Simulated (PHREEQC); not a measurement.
# Ultrapure water in contact with air or piping (model solution)

Synthetic water in mg/L, 28 °C, pH 5.75, pe 13: Na 0.00597; K 0.000196; Ca 0.0213; Mg 0.0143; Cl 0.046; S(6) as SO4 0.00837; Alkalinity as HCO3 0.059; Cu(2) 0.000675; F 8.01e-06.

Na is adjusted to close the charge balance.
Valence states are taken as typed.

Equilibrium calculation in PHREEQC: ion-association model, wateq4f.dat.

- ionic strength = 5.44e-6 mol/kgw

| species | molality | activity | log γ |
|---|---|---|---|
| CO2 | 1.06e-5 | 1.06e-5 | 0.000 |
| HCO3- | 2.74e-6 | 2.74e-6 | -0.001 |
| H+ | 1.78e-6 | 1.78e-6 | -0.001 |
| Cl- | 1.30e-6 | 1.29e-6 | -0.001 |
| Mg+2 | 5.88e-7 | 5.82e-7 | -0.005 |
| Ca+2 | 5.31e-7 | 5.26e-7 | -0.005 |
| Na+ | 1.74e-7 | 1.73e-7 | -0.001 |
| SO4-2 | 8.71e-8 | 8.61e-8 | -0.005 |
| Cu+2 | 1.05e-8 | 1.04e-8 | -0.005 |
| OH- | 7.06e-9 | 7.04e-9 | -0.001 |
| K+ | 5.01e-9 | 5.00e-9 | -0.001 |

This is a speciation only: nothing precipitates in the calculation.
